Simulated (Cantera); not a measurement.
Input (Python, Cantera) and output of one run.

```python
import numpy as np
import cantera as ct

gas_names = """
    C CH CH2 CH3 CH2OH CH3O CH4 CH3OH CO CO2 COOH C2 C2H CHCO,ketyl C2H2,acetylene C2H2,vinylidene
    CH2CO,ketene C2H3,vinyl CH3CO,acetyl C2H4 C2H4O,ethylen CH3CHO,ethanal CH3COOH (HCOOH)2 C2H5 C2H6
    CH3OCH3 C2H5OH C2O C3 C3H3,propargyl C3H4,allene C3H4,propyne C3H4,cyclo- C3H5,allyl C3H6,propylene
    C3H6,cyclo- C3H6O C3H7,n-propyl C3H7,i-propyl C3H8 C3H8O,1propanol C3H8O,2propanol C3O2 C4 C4H2
    C4H4,1,3-cyclo- C4H6,butadiene C4H6,2-butyne C4H6,cyclo- C4H8,1-butene C4H8,cis2-buten
    C4H8,tr2-butene C4H8,isobutene C4H8,cyclo- (CH3COOH)2 C4H9,n-butyl C4H9,i-butyl C4H9,s-butyl
    C4H9,t-butyl C4H10,isobutane C4H10,n-butane C5 C5H6,1,3cyclo- C5H8,cyclo- C5H10,1-pentene
    C5H10,cyclo- C5H11,pentyl C5H11,t-pentyl C5H12,n-pentane C5H12,i-pentane CH3C(CH3)2CH3 C6H2
    C6H5,phenyl C6H5O,phenoxy C6H6 C6H5OH,phenol C6H10,cyclo- C6H12,1-hexene C6H12,cyclo- C6H13,n-hexyl
    C7H7,benzyl C7H8 C7H8O,cresol C7H14,1-heptene C7H15,n-heptyl C7H16,n-heptane C8H8,styrene
    C8H10,ethylbenz C8H16,1-octene C8H17,n-octyl C8H18,isooctane C8H18,n-octane C9H19,n-nonyl
    C10H8,naphthale C10H21,n-decyl C12H9,o-bipheny C12H10,bipheny Ca CaO CaOH CaO2H2 Ca2 H HCO HO2 H2
    HCHO,formaldehy HCOOH H2O H2O2 O OH O2 O3
""".split()
cond_names = """
    C(gr) C6H6(L) C7H8(L) C8H18(L),n-octa Ca(a) Ca(b) Ca(L) CaCO3(caL) CaO(s) CaO(L) CaO2H2(s) H2O(s)
    H2O(L)
""".split()


def load(file, names, dense=False):
    # The tables refer to 1 bar. Condensed volumes are neglected.
    table = {s.name: s for s in ct.Species.list_from_file(file)}
    out = []
    for n in names:
        d = dict(table[n].input_data)
        d["thermo"] = dict(d["thermo"], **{"reference-pressure": 1e5})
        if dense:
            d["equation-of-state"] = {"model": "constant-volume", "density": "1e6 g/cm^3"}
        out.append(ct.Species.from_dict(d))
    return out


gas = ct.Solution(thermo="ideal-gas", species=load("nasa_gas.yaml", gas_names))
cond = {s.name: ct.Solution(thermo="fixed-stoichiometry", species=[s], name=s.name)
        for s in load("nasa_condensed.yaml", cond_names, dense=True)}
atoms = {
    'Ca(OH)2': {'Ca': 1, 'O': 2, 'H': 2},
    'C': {'C': 1},
    'CO2': {'C': 1, 'O': 2},
}
top_T = {'C(gr)': 4500}  # K; cautious upper limits of use, not melting points


def equilibrate(T, P, feed):
    n = {}
    for name, mol in feed.items():
        for a, k in atoms[name].items():
            n[a] = n.get(a, 0.0) + k * mol
    gas.TPX = T, P, n
    mass = sum(n.values()) * gas.mean_molecular_weight
    gas.equilibrate("TP")
    valid = [c for c in cond.values() if c.min_temp <= T <= top_T.get(c.name, c.max_temp)]
    mix = ct.Mixture([(gas, mass / gas.mean_molecular_weight)] + [(c, 0.0) for c in valid])
    mix.T, mix.P = T, P
    mix.equilibrate("TP", solver="vcs", rtol=1e-11, max_steps=5000)
    return mix


results = []
feed = {'Ca(OH)2': 1, 'C': 0.79, 'CO2': 0.063}  # mol
T = 1025  # K
P = 34  # Pa
mix = equilibrate(T, P, feed)
results.append((T, P, feed, dict(zip(mix.species_names, mix.species_moles))))
print(gas.report(threshold=1e-05))
for i in range(1, mix.n_phases):
    print(f"{mix.phase(i).name:16s} {mix.phase_moles(i):12.5e} mol")
```

It prints:

```
       temperature   1025 K
          pressure   34 Pa
           density   6.5185e-05 kg/m^3
  mean mol. weight   16.339 kg/kmol
   phase of matter   gas

                          1 kg             1 kmol
                     ---------------   ---------------
          enthalpy       -4.0618e+06       -6.6367e+07  J
   internal energy       -4.5834e+06       -7.4889e+07  J
           entropy             17230        2.8151e+05  J/K
    Gibbs function       -2.1722e+07       -3.5492e+08  J
 heat capacity c_p            2086.6             34092  J/K
 heat capacity c_v            1577.7             25778  J/K

                      mass frac. Y      mole frac. X     chem. pot. / RT
                     ---------------   ---------------   ---------------
                CO           0.65893           0.38438           -47.577
               CO2           0.20459          0.075959           -85.209
                H2          0.057781            0.4683           -26.313
               H2O           0.07869           0.07137           -63.944
     [ +111 minor]        1.1368e-08        1.6304e-07

C(gr)             0.00000e+00 mol
Ca(b)             0.00000e+00 mol
CaCO3(caL)        0.00000e+00 mol
CaO(s)            1.00000e+00 mol
```

Method: chemical equilibrium by Gibbs-energy minimisation in Cantera with the NASA 1993 tables (ideal gas, pure condensed phases).
